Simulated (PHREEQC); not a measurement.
Dissolve 1.4 mmol/kgw HCl and 14 mmol/kgw Li2SO4 at 25 °C. Closed to the air; pH follows from the charge balance.

The numbers come from PHREEQC with the ion-association model, wateq4f.dat.

Q: The ionic strength comes out as 0.0408 mol/kgw. What activity coefficients do H+, LiSO4-, Cl-, Li+, SO4-2 get?

A: H+ 0.86, LiSO4- 0.84, Cl- 0.83, Li+ 0.84, SO4-2 0.49.

This is a speciation only: nothing precipitates in the calculation. Complexes and solids missing from the database can't appear.
